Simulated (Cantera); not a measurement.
A closed system holds: 1 mol SiF₄, 1.1 mol N₂O, 0.29 mol H₂, equilibrated at 877 °C and 1.20 mbar.

Cantera equilibrium calculation (NASA polynomials, part measured and part estimated; ideal gas, pure solids and liquids). Candidate condensed phases: H₂O, Si, SiO₂, Si₂N₂O, Si₃N₄; 58 gas species. The tables hold silica as quartz up to 1696 K and as liquid above; real silica turns to tridymite and cristobalite and melts near 1996 K. Kinetics and transport are ignored.

Base state: N₂ 0.375, SiF₄ 0.292, HF 0.193, O₂ 0.138, H₂O 0.00218, NO 7.33e-5 (mole fractions); condensed: SiO₂(β-quartz).

**Question.** What changes in the equilibrium state with this change: H₂ from 0.29 to 1.4 mol?

**Answer.** 
```
species               before   after
-------------------  -------  ------
HF                     0.193   0.504
N₂                     0.375   0.275
SiF₄                   0.292   0.124
O₂                     0.138   <1e-9
H₂                     <1e-9  0.0749
H₂O                  0.00218  0.0228
NO                   7.33e-5   <1e-9
SiO₂(β-quartz), mol    0.142   0.504
```

**Question.** What changes in the equilibrium state with this change: temperature from 877 °C to 1275 °C?

**Answer.** 
```csv
species,before,after
N₂,0.375,0.374
SiF₄,0.292,0.291
HF,0.193,0.196
H₂O,0.00218,0.000520
O₂,0.138,0.137
F,1.57e-8,1.78e-5
O,8.91e-8,8.18e-5
"SiO₂(β-quartz), mol",0.142,0.144
```

**Question.** What changes in the equilibrium state with this change: temperature from 877 °C to 1802 °C?

**Answer.** 
| species | before | after |
|---|---|---|
| N₂ | 0.375 | 0.363 |
| SiF₄ | 0.292 | 0.277 |
| HF | 0.193 | 0.192 |
| O | 8.91e-8 | 0.0122 |
| O₂ | 0.138 | 0.131 |
| SiF₃ | <1e-9 | 0.00831 |
| SiO | <1e-9 | 0.00736 |
| SiO₂(β-quartz), mol | 0.142 | 0 |
| SiO₂(l), mol | 0 | 0.116 |
The tables' values for SiF₃, SiO₂, SiF₂ are old estimates; treat these amounts as uncertain.
